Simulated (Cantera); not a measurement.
## Thermodynamics of carbon deposition, reforming and gasification, feed C₃H₆ + O₂

A closed system holds: 1 mol C₃H₆, 0.0082 mol O₂, at 0.820 bar.

Equilibrium computed with Cantera from the NASA thermochemical tables; the gas is ideal and each condensed phase is pure. Candidate condensed phases: C, C₆H₆, C₇H₈, C₈H₁₈, H₂O; 110 gas species. The numbers say what is thermodynamically allowed, not how fast it happens.

```json
[
 {"T (°C)": "525", "log p H₂": "-0.31", "log p CH₄": "-0.48", "log p H₂O": "-2.24", "log p CO": "-3.32", "log p H": "-11.73", "log p C₂H₂ (acetylene)": "<-12", "log p CO₂": "-4.61", "log p C₂H₆": "-5.37", "n C(graphite)": "2.14"},
 {"T (°C)": "625", "log p H₂": "-0.17", "log p CH₄": "-0.84", "log p H₂O": "-2.48", "log p CO": "-2.71", "log p H": "-10.05", "log p C₂H₂ (acetylene)": "-10.45", "log p CO₂": "-4.66", "log p C₂H₆": "-5.69", "n C(graphite)": "2.54"},
 {"T (°C)": "725", "log p H₂": "-0.12", "log p CH₄": "-1.25", "log p H₂O": "-2.95", "log p CO": "-2.44", "log p H": "-8.73", "log p C₂H₂ (acetylene)": "-9.09", "log p CO₂": "-5.11", "log p C₂H₆": "-6.14", "n C(graphite)": "2.79"},
 {"T (°C)": "825", "log p H₂": "-0.10", "log p CH₄": "-1.64", "log p H₂O": "-3.51", "log p CO": "-2.37", "log p H": "-7.66", "log p C₂H₂ (acetylene)": "-8.00", "log p CO₂": "-5.78", "log p C₂H₆": "-6.59", "n C(graphite)": "2.90"},
 {"T (°C)": "925", "log p H₂": "-0.09", "log p CH₄": "-1.98", "log p H₂O": "-4.02", "log p CO": "-2.35", "log p H": "-6.77", "log p C₂H₂ (acetylene)": "-7.10", "log p CO₂": "-6.42", "log p C₂H₆": "-6.99", "n C(graphite)": "2.95"},
 {"T (°C)": "1025", "log p H₂": "-0.09", "log p CH₄": "-2.28", "log p H₂O": "-4.47", "log p CO": "-2.35", "log p H": "-6.02", "log p C₂H₂ (acetylene)": "-6.34", "log p CO₂": "-6.98", "log p C₂H₆": "-7.34", "n C(graphite)": "2.96"},
 {"T (°C)": "1125", "log p H₂": "-0.09", "log p CH₄": "-2.54", "log p H₂O": "-4.86", "log p CO": "-2.35", "log p H": "-5.37", "log p C₂H₂ (acetylene)": "-5.70", "log p CO₂": "-7.46", "log p C₂H₆": "-7.65", "n C(graphite)": "2.97"},
 {"T (°C)": "1225", "log p H₂": "-0.09", "log p CH₄": "-2.76", "log p H₂O": "-5.20", "log p CO": "-2.35", "log p H": "-4.81", "log p C₂H₂ (acetylene)": "-5.14", "log p CO₂": "-7.87", "log p C₂H₆": "-7.91", "n C(graphite)": "2.98"},
 {"T (°C)": "1325", "log p H₂": "-0.09", "log p CH₄": "-2.96", "log p H₂O": "-5.49", "log p CO": "-2.35", "log p H": "-4.32", "log p C₂H₂ (acetylene)": "-4.66", "log p CO₂": "-8.23", "log p C₂H₆": "-8.15", "n C(graphite)": "2.98"},
 {"T (°C)": "1425", "log p H₂": "-0.09", "log p CH₄": "-3.14", "log p H₂O": "-5.75", "log p CO": "-2.35", "log p H": "-3.88", "log p C₂H₂ (acetylene)": "-4.23", "log p CO₂": "-8.55", "log p C₂H₆": "-8.35", "n C(graphite)": "2.98"},
 {"T (°C)": "1525", "log p H₂": "-0.09", "log p CH₄": "-3.29", "log p H₂O": "-5.98", "log p CO": "-2.35", "log p H": "-3.50", "log p C₂H₂ (acetylene)": "-3.85", "log p CO₂": "-8.82", "log p C₂H₆": "-8.53", "n C(graphite)": "2.98"}
]
```
log p: log10 of the partial pressure in bar; n: condensed amount in mol.

From 525 °C to 1525 °C the condensed part is C(graphite). The main C-bearing gas is CH₄ at 525 °C and CO at 1525 °C. The share of C in condensed phases is highest at 1525 °C (99.4 %) and lowest at 525 °C (71.4 %).
